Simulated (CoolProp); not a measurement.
A single-stage vapour-compression cycle with hydrogen chloride: evaporating at 195.15 K (dew point), condensing at 265.15 K (bubble point), superheat 2 K, subcooling 8 K, compressor efficiency 0.7, no pressure losses. Each further row changes one setting.

Computed with CoolProp (reference Helmholtz-energy equation of state, Thol 2018).

```tsv
case	cooling COP	pressure ratio	discharge temperature (K)	refrigerating effect (kJ/kg)	volumetric capacity (kJ/m³)
as stated	?	14.1	505.6	330	1130
evaporating temperature 200.15 K	?	10.9	?	?	1440
condensing temperature 260.15 K	1.50	?	482.5	339	1160
subcooling 13 K	1.39	14.1	505.6	339	1160
superheat 12 K	?	14.1	?	339	1100
compressor efficiency 0.6	1.16	14.1	554.2	330	1130
```

Question: What belongs in the gaps?

Answer: 
- as stated, cooling COP: 1.36
- evaporating temperature 200.15 K, cooling COP: 1.55
- evaporating temperature 200.15 K, discharge temperature (K): 474.8
- evaporating temperature 200.15 K, refrigerating effect (kJ/kg): 333
- condensing temperature 260.15 K, pressure ratio: 12.2
- superheat 12 K, cooling COP: 1.32
- superheat 12 K, discharge temperature (K): 533.0
